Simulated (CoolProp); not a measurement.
Properties of sulfur hexafluoride along the isobar 1.01 bar (Tc = 45.6 °C, pc = 37.55 bar, ω = 0.210).

Computed with CoolProp (reference Helmholtz-energy equation of state, Guder 2009).

```tsv
T (°C)	phase	density (kg/m³)	cp (kJ/(kg K))	speed of sound (m/s)	Joule-Thomson coefficient (K/MPa)	Prandtl number
-11.45	gas	6.899	0.6078	126.5	13.75	0.800
31.45	gas	5.887	0.6790	136.4	8.786	0.782
74.35	gas	5.140	0.7392	145.6	6.142	0.772
117.25	gas	4.565	0.7891	154.2	4.546	0.766
160.15	gas	4.107	0.8301	162.3	3.498	0.762
203.15	gas	3.733	0.8640	170.1	2.766	0.759
246.05	gas	3.422	0.8919	177.5	2.233	0.757
288.95	gas	3.159	0.9151	184.6	1.830	0.755
331.85	gas	2.934	0.9345	191.4	1.516	0.754
```

Viscosity comes from a separate model (Quiñones-Cisneros 2012). Thermal conductivity comes from a separate model (Assael 2012).
